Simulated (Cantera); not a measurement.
Input: 1 mol Pb, 0.81 mol H2, 14 mol N2, held at 0.00133 bar.

Equilibrium computed with Cantera from the NASA thermochemical tables; the gas is ideal and each condensed phase is pure. Candidate condensed phases: Pb; 11 gas species. Rates play no part.

Question: Which condensed phases are stable at each of these points (T (K)): 798, 873, 948, 1023, 1098, 1173, 1248?

Answer: 
```csv
T (K),condensed phases,Pb condensed (%)
798,Pb(l),99.9
873,Pb(l),99.3
948,Pb(l),94.7
1023,Pb(l),69.8
1098,gas only,0.0
1173,gas only,0.0
1248,gas only,0.0
```

From 798 K to 1023 K the condensed part is Pb(l). From 1098 K to 1248 K nothing is condensed.
